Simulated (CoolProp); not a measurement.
Vapour-liquid equilibrium of hydrogen sulfide (1) + propane (2) at 319.1 K; x and y are mole fractions of (1).

Values from CoolProp's multi-fluid Helmholtz-energy mixture model, Lemmon 2006 and Lemmon 2009; pair parameters Kunz 2012.

```csv
x,bubble pressure (kPa),y at the bubble point,dew pressure at overall composition x (kPa),liquid density (mol/L)
0.05,1774,0.126,1645,10.50
0.125,2054,0.264,1773,10.75
0.2,2299,0.367,1917,11.07
0.275,2514,0.447,2078,11.46
0.35,2702,0.514,2257,11.92
0.425,2866,0.573,2453,12.48
0.5,3005,0.625,2661,13.14
0.575,3122,0.674,2872,13.93
0.65,3216,0.721,3066,14.86
0.725,3285,0.768,3222,15.93
0.8,3330,0.818,3317,17.15
0.875,3343,0.873,3343,18.52
0.95,3314,0.942,3308,20.02
```

y crosses x between x = 0.8 and 0.875: the model has an azeotrope there.

Pair parameters are fitted to limited data, so mixtures are less certain than the pure fluids.
